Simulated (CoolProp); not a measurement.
R21 along the isobar 7.58 MPa: Z from the reference equation and from simpler models built on Tc = 452.7 K, pc = 5.289 MPa, ω = 0.206; each cubic takes its own stable root.

Computed with CoolProp (reference Helmholtz-energy equation of state, Platzer 1990). This equation is an older, rougher fit; its heat capacities, sound speeds and derivatives of the liquid may be far off and weren't checked against measurements.

| T (K) | phase | reference | van der Waals | Redlich-Kwong | Soave-Redlich-Kwong | Peng-Robinson |
|---|---|---|---|---|---|---|
| 316.4 | liquid | 0.2206 | 0.3433 | 0.2405 | 0.2345 | 0.2078 |
| 329.4 | liquid | 0.2169 | 0.3364 | 0.2373 | ___ | 0.2046 |
| 342.5 | liquid | 0.2140 | 0.3305 | 0.2349 | 0.2285 | 0.2023 |
| 355.5 | liquid | 0.2118 | 0.3259 | ___ | 0.2270 | 0.2009 |
| 368.6 | liquid | 0.2104 | 0.3223 | 0.2333 | 0.2266 | 0.2006 |
| 381.6 | liquid | 0.2099 | 0.3199 | 0.2342 | 0.2275 | 0.2014 |
| 394.7 | liquid | 0.2103 | 0.3188 | 0.2365 | 0.2298 | 0.2037 |
| 407.7 | liquid | 0.2121 | ___ | 0.2404 | 0.2341 | 0.2078 |
| 420.8 | liquid | 0.2155 | 0.3213 | 0.2468 | 0.2410 | 0.2144 |
| 433.8 | liquid | 0.2214 | 0.3257 | ___ | 0.2517 | 0.2248 |
| 446.9 | liquid | 0.2319 | 0.3335 | 0.2712 | ___ | ___ |
| 459.9 | supercritical | 0.2528 | 0.3461 | 0.2955 | 0.2995 | 0.2719 |
| 473 | supercritical | 0.3105 | ___ | 0.3409 | 0.3626 | 0.3358 |

Question: Some entries are withheld; supply them.

Answer: 
- 329.4, Soave-Redlich-Kwong: 0.2311
- 355.5, Redlich-Kwong: 0.2336
- 407.7, van der Waals: 0.3191
- 433.8, Redlich-Kwong: 0.2563
- 446.9, Soave-Redlich-Kwong: 0.2691
- 446.9, Peng-Robinson: 0.2418
- 473, van der Waals: 0.3675
